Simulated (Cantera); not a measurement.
## Thermodynamics of silicon epitaxy and polysilicon growth, feed SiCl4 + N2

A closed system holds: 1 mol SiCl4, 20 mol N2, at 825 °C and 0.0120 bar.

These are equilibrium values from Cantera (NASA tables, ideal gas, pure condensed phases), not measurements of a reactor. Candidate condensed phases: Si, Si3N4; 13 gas species. Kinetics and transport are ignored.

The x(N2) is 0.952 and the x(SiCl4) is 0.0476. The x(SiCl3) is 8.71e-6 and the x(Cl) comes out as 8.04e-6. The gas amount is 21.00 mol. The log10 activity of Si(s) (absent) is -11.16.
